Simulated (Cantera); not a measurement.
What does this Cantera script print?

```python
import numpy as np
import cantera as ct

gas = ct.Solution("gri30.yaml")
gas.TPX = 1200, 13332, {'CO': 0.0029, 'O2': 0.0036, 'H2O': 0.0058, 'N2': 1}
reactor = ct.IdealGasConstPressureReactor(gas, energy="off", clone=False)
net = ct.ReactorNet([reactor])
net.rtol, net.atol = 1e-08, 1e-18
show = ['CO', 'O2', 'H2O', 'H2', 'CO2', 'H2O2']
times = np.geomspace(5e-05, 7, 13)

steps = ct.SolutionArray(gas, extra=["t"])
rows = []
print(f"{'t/s':>10s}{'T/K':>9s}{'P/Pa':>11s}" + "".join(f"{s:>11s}" for s in show))
for t in times:
    while net.time < t:
        t_next = net.step()
        steps.append(gas.state, t=t_next)
    rows.append([np.interp(t, steps.t, y) for y in (steps.T, steps.P, *steps(*show).X.T)])
    print(f"{t:10.3e}{rows[-1][0]:9.1f}{rows[-1][1]:11.4g}" + "".join(f"{x:11.3e}" for x in rows[-1][2:]))
rate = np.gradient(steps.T, steps.t)
print("integrator steps:", len(steps.t))
if steps.T.max() > steps.T[0] + 200:
    print(f"time of steepest temperature rise: {steps.t[rate.argmax()]:.4e} s")
gas.TPX = 1200, 13332, {'CO': 0.0029, 'O2': 0.0036, 'H2O': 0.0058, 'N2': 1}
gas.equilibrate("TP")
print(f"equilibrium (TP): T = {gas.T:.1f} K  " + "  ".join(f"{s} {gas[s].X[0]:.3e}" for s in show))
```

Result:

```
       t/s      T/K       P/Pa         CO         O2        H2O         H2        CO2       H2O2
 5.000e-05   1200.0  1.333e+04  2.865e-03  3.556e-03  5.730e-03  4.239e-18  3.355e-12  2.389e-19
 1.342e-04   1200.0  1.333e+04  2.865e-03  3.556e-03  5.730e-03  1.003e-16  9.020e-12  1.693e-18
 3.603e-04   1200.0  1.333e+04  2.865e-03  3.556e-03  5.730e-03  2.641e-15  2.437e-11  1.145e-17
 9.672e-04   1200.0  1.333e+04  2.865e-03  3.556e-03  5.730e-03  8.021e-14  6.753e-11  7.229e-17
 2.596e-03   1200.0  1.333e+04  2.865e-03  3.556e-03  5.730e-03  2.244e-12  2.111e-10  4.029e-16
 6.969e-03   1200.0  1.333e+04  2.865e-03  3.556e-03  5.730e-03  5.575e-11  1.066e-09  2.783e-15
 1.871e-02   1200.0  1.333e+04  2.865e-03  3.556e-03  5.730e-03  2.615e-09  2.542e-08  8.337e-14
 5.022e-02   1200.0  1.333e+04  2.808e-03  3.521e-03  5.711e-03  6.961e-06  5.654e-05  1.162e-09
 1.348e-01   1200.0  1.333e+04  3.744e-04  2.407e-03  5.278e-03  2.087e-04  2.492e-03  1.803e-08
 3.619e-01   1200.0  1.333e+04  4.517e-05  2.154e-03  5.660e-03  4.254e-05  2.823e-03  1.062e-08
 9.714e-01   1200.0  1.333e+04  6.151e-06  2.128e-03  5.725e-03  5.269e-06  2.863e-03  2.094e-09
 2.608e+00   1200.0  1.333e+04  8.502e-07  2.126e-03  5.734e-03  7.737e-07  2.868e-03  3.612e-10
 7.000e+00   1200.0  1.333e+04  1.432e-07  2.126e-03  5.736e-03  1.539e-07  2.869e-03  7.738e-11
integrator steps: 1431
equilibrium (TP): T = 1200.0 K  CO 3.000e-09  O2 2.116e-03  H2O 5.738e-03  H2 4.370e-09  CO2 2.869e-03  H2O2 2.309e-12
```

Cantera simulation using GRI-Mech 3.0 (53 species, 325 reactions); the numbers are that mechanism's predictions, not measurements.
